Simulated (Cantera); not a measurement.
Input (Python, Cantera) and output of one run.

```python
import numpy as np
import cantera as ct

gas_names = """
    C CO COS CO2 CS CS2 C2 C2O C3 C3O2 C4 C5 K KO K2 K2SO4 O O2 O3 S SO SO2 SO3 S2 S2O S8
""".split()
cond_names = """
    C(gr) K(cr) K(L) KO2(s) K2CO3(s) K2CO3(L) K2O(s) K2O2(s) K2S(1) K2S(2) K2S(3) K2S(L) K2SO4(a)
    K2SO4(b) K2SO4(L) S(cr1) S(cr2) S(L)
""".split()


def load(file, names, dense=False):
    # The tables refer to 1 bar. Condensed volumes are neglected.
    table = {s.name: s for s in ct.Species.list_from_file(file)}
    out = []
    for n in names:
        d = dict(table[n].input_data)
        d["thermo"] = dict(d["thermo"], **{"reference-pressure": 1e5})
        if dense:
            d["equation-of-state"] = {"model": "constant-volume", "density": "1e6 g/cm^3"}
        out.append(ct.Species.from_dict(d))
    return out


gas = ct.Solution(thermo="ideal-gas", species=load("nasa_gas.yaml", gas_names))
cond = {s.name: ct.Solution(thermo="fixed-stoichiometry", species=[s], name=s.name)
        for s in load("nasa_condensed.yaml", cond_names, dense=True)}
atoms = {
    'K2SO4': {'K': 2, 'S': 1, 'O': 4},
    'CO2': {'C': 1, 'O': 2},
}
top_T = {'C(gr)': 4500, 'KO2(s)': 780, 'K2O(s)': 1000, 'K2O2(s)': 760}  # K; cautious upper limits of use, not melting points


def equilibrate(T, P, feed):
    n = {}
    for name, mol in feed.items():
        for a, k in atoms[name].items():
            n[a] = n.get(a, 0.0) + k * mol
    gas.TPX = T, P, n
    mass = sum(n.values()) * gas.mean_molecular_weight
    gas.equilibrate("TP")
    valid = [c for c in cond.values() if c.min_temp <= T <= top_T.get(c.name, c.max_temp)]
    mix = ct.Mixture([(gas, mass / gas.mean_molecular_weight)] + [(c, 0.0) for c in valid])
    mix.T, mix.P = T, P
    mix.equilibrate("TP", solver="vcs", rtol=1e-11, max_steps=5000)
    return mix


results = []
feed = {'K2SO4': 1, 'CO2': 0.16}  # mol
P = 170  # Pa
for T in [1598, 1648, 1698, 1748, 1798, 1848, 1898, 1948, 1998, 2048]:
    mix = equilibrate(T, P, feed)
    results.append((T, P, feed, dict(zip(mix.species_names, mix.species_moles))))
    x = sorted(zip(gas.X, gas.species_names), reverse=True)
    print(f"T = {T:g} K  P = {P:g} Pa  gas = {mix.phase_moles(0):.4g} mol")
    print("   x: " + "  ".join(f"{s} {v:.3e}" for v, s in x if v > 1e-06))
    print("   condensed (mol): " + ("  ".join(f"{mix.phase(i).name} {mix.phase_moles(i):.4g}"
          for i in range(1, mix.n_phases) if mix.phase_moles(i) > 1e-12) or "none"))
```

It prints:

```
T = 1598 K  P = 170 Pa  gas = 0.5363 mol
   x: CO2 2.979e-01  K2SO4 2.867e-01  K 2.069e-01  SO2 1.037e-01  O2 1.036e-01  KO 5.609e-04  CO 4.359e-04  O 1.106e-04  SO3 3.219e-05  SO 1.211e-05
   condensed (mol): K2SO4(L) 0.7906
T = 1648 K  P = 170 Pa  gas = 2.397 mol
   x: K 3.431e-01  K2SO4 2.451e-01  SO2 1.721e-01  O2 1.715e-01  CO2 6.661e-02  KO 1.149e-03  O 2.543e-04  CO 1.435e-04  SO3 5.532e-05  SO 3.110e-05  K2 1.380e-06
   condensed (mol): none
T = 1698 K  P = 170 Pa  gas = 3.345 mol
   x: K 4.342e-01  SO2 2.178e-01  O2 2.169e-01  K2SO4 8.107e-02  CO2 4.767e-02  KO 1.575e-03  O 4.944e-04  CO 1.665e-04  SO 6.693e-05  SO3 6.423e-05  K2 1.929e-06
   condensed (mol): none
T = 1748 K  P = 170 Pa  gas = 3.966 mol
   x: K 4.702e-01  SO2 2.357e-01  O2 2.348e-01  CO2 4.010e-02  K2SO4 1.619e-02  KO 1.712e-03  O 8.617e-04  CO 2.372e-04  SO 1.283e-04  SO3 5.974e-05  K2 1.988e-06
   condensed (mol): none
T = 1798 K  P = 170 Pa  gas = 4.126 mol
   x: K 4.775e-01  SO2 2.393e-01  O2 2.383e-01  CO2 3.839e-02  K2SO4 2.787e-03  KO 1.693e-03  O 1.414e-03  CO 3.844e-04  SO 2.303e-04  SO3 5.100e-05  K2 1.813e-06
   condensed (mol): none
T = 1848 K  P = 170 Pa  gas = 4.157 mol
   x: K 4.785e-01  SO2 2.396e-01  O2 2.386e-01  CO2 3.786e-02  O 2.244e-03  KO 1.644e-03  CO 6.276e-04  K2SO4 5.026e-04  SO 3.977e-04  SO3 4.309e-05  K2 1.618e-06
   condensed (mol): none
T = 1898 K  P = 170 Pa  gas = 4.166 mol
   x: K 4.783e-01  SO2 2.392e-01  O2 2.382e-01  CO2 3.741e-02  O 3.472e-03  KO 1.593e-03  CO 1.000e-03  SO 6.664e-04  K2SO4 9.833e-05  SO3 3.660e-05  K2 1.445e-06
   condensed (mol): none
T = 1948 K  P = 170 Pa  gas = 4.173 mol
   x: K 4.777e-01  SO2 2.385e-01  O2 2.375e-01  CO2 3.679e-02  O 5.250e-03  CO 1.550e-03  KO 1.543e-03  SO 1.086e-03  SO3 3.128e-05  K2SO4 2.085e-05  S 1.724e-06  K2 1.293e-06
   condensed (mol): none
T = 1998 K  P = 170 Pa  gas = 4.182 mol
   x: K 4.768e-01  SO2 2.374e-01  O2 2.365e-01  CO2 3.593e-02  O 7.772e-03  CO 2.330e-03  SO 1.727e-03  KO 1.495e-03  SO3 2.689e-05  K2SO4 4.764e-06  S 4.213e-06  K2 1.161e-06
   condensed (mol): none
T = 2048 K  P = 170 Pa  gas = 4.193 mol
   x: K 4.755e-01  SO2 2.358e-01  O2 2.351e-01  CO2 3.476e-02  O 1.128e-02  CO 3.400e-03  SO 2.678e-03  KO 1.449e-03  SO3 2.322e-05  S 9.853e-06  K2SO4 1.164e-06  K2 1.045e-06
   condensed (mol): none
```

Method: chemical equilibrium by Gibbs-energy minimisation in Cantera with the NASA 1993 tables (ideal gas, pure condensed phases).
